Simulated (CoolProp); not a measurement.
Methanol at 298.15 K and 14.2 MPa flows at 0.34 m/s in a round tube of 20 mm bore and 45 µm roughness, fully developed (64/Re and Nu = 3.66 if laminar; Colebrook and Gnielinski if turbulent). Each further row changes one setting.

Values from CoolProp's reference Helmholtz-energy equation of state, de Reuck 1993.

| case | Reynolds number | Darcy friction factor | pressure drop (Pa/m) | heat-transfer coefficient (W/(m² K)) | mass flow (kg/h) |
|---|---|---|---|---|---|
| as stated | (withheld) | 0.0347 | (withheld) | (withheld) | 307 |
| velocity 0.68 m/s | 18400 | 0.0306 | (withheld) | (withheld) | 615 |
| diameter 40 mm | 18400 | 0.0286 | 33.1 | 755 | 1230 |

Question: Some entries are withheld; supply them.

Answer: 
- as stated, Reynolds number: 9220
- as stated, pressure drop (Pa/m): 80.2
- as stated, heat-transfer coefficient (W/(m² K)): 808
- velocity 0.68 m/s, pressure drop (Pa/m): 283
- velocity 0.68 m/s, heat-transfer coefficient (W/(m² K)): 1580

Viscosity comes from a separate model (Xiang 2006). Thermal conductivity comes from a separate model (Sykioti 2013).
